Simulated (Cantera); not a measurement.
Standard-state values (1 bar) from the NASA 1993 polynomials, evaluated with Cantera. Values are per mole of reaction as written; species without (g) are pure solids or liquids, kept so even where they would boil at 1 bar.

Q: Between 300 and 1825 K, where is each reaction favourable under standard conditions?
- 8 NbO2(g) + 2 NO2(g) → N2(g) + 4 Nb2O5

A: 
- 8 NbO2(g) + 2 NO2(g) → N2(g) + 4 Nb2O5: ΔG° is -5490 kJ at 300 K and -2855 kJ at 1825 K; it stays negative (K > 1). ΔH° is -5367 kJ and ΔS° -1376 J/K at 1825 K.
